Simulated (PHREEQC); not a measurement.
A column of 1 m (30 cells, dispersivity 0.08 m, 60 s a shift, diffusion coefficient 3e-10 m²/s) holds 0.075 eq of the database's cation exchanger X per kg of pore water, first in equilibrium with 0.016 mol/kgw ZnCl2 and 1e-05 mol/kgw HCl. It is flushed with 26 mmol/kgw LiCl, 11 mmol/kgw ZnCl2 and 0.01 mmol/kgw HCl, at 15 °C. Values are for the last cell. CO2 from the air is kept out. No solid was allowed to form.

Base run: PHREEQC, ion-association model, phreeqc.dat. Each further column changes one thing. The table gives LiX on the exchanger (mol/kgw).

```tsv
pore volumes	base	exchange capacity from 0.075 to 0.037 eq/kgw	dispersivity from 0.08 to 0.16 m
0	0	0	0
0.8167	0.00107	0.000713	?
1.617	0.00447	?	?
2.217	0.00549	0.00281	0.00523
3.017	0.00584	?	?
3.817	0.00589	0.00291	0.00584
4.417	0.00590	0.00291	?
5.217	0.00590	0.00291	0.00590
6.017	0.00590	0.00291	0.00590
```

Question: Fill in the missing entries.

Answer: 
- 0.8167, dispersivity from 0.08 to 0.16 m: 0.00157
- 1.617, exchange capacity from 0.075 to 0.037 eq/kgw: 0.00244
- 1.617, dispersivity from 0.08 to 0.16 m: 0.00431
- 3.017, exchange capacity from 0.075 to 0.037 eq/kgw: 0.00290
- 3.017, dispersivity from 0.08 to 0.16 m: 0.00570
- 4.417, dispersivity from 0.08 to 0.16 m: 0.00588
